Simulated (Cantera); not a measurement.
# Abatement and gas-phase synthesis: HI + H2O + H2

Input: 1 mol HI, 0.38 mol H2O, 5.1 mol H2, equilibrated at 1.00 bar.

Method: chemical equilibrium by Gibbs-energy minimisation in Cantera with the NASA 1993 tables (ideal gas, pure condensed phases). Candidate condensed phases: H2O, I2; 12 gas species. Equilibrium is a limit: real reactors are often held back by kinetics, nucleation or transport.

```
T (K)   x H2     x H    x I   x H2O     x HI      x OH
-----  -----  ------  -----  ------  -------  --------
2473   0.782  0.0197  0.120  0.0543   0.0237  0.000275
2573   0.773  0.0302  0.122  0.0537   0.0204  0.000471
2673   0.760  0.0447  0.124  0.0529   0.0176  0.000775
2773   0.743  0.0641  0.124  0.0518   0.0152   0.00122
2873   0.721  0.0892  0.124  0.0503   0.0131   0.00187
2973   0.693   0.121  0.124  0.0483   0.0113   0.00274
3073   0.658   0.159  0.122  0.0457  0.00970   0.00389
3173   0.617   0.205  0.120  0.0425  0.00828   0.00531
3273   0.571   0.257  0.118  0.0384  0.00702   0.00697
3373   0.519   0.316  0.114  0.0336  0.00590   0.00874
3473   0.463   0.378  0.110  0.0281  0.00491    0.0104
```
x: gas mole fraction; nothing condenses.

From 2473 K to 3473 K nothing is condensed.
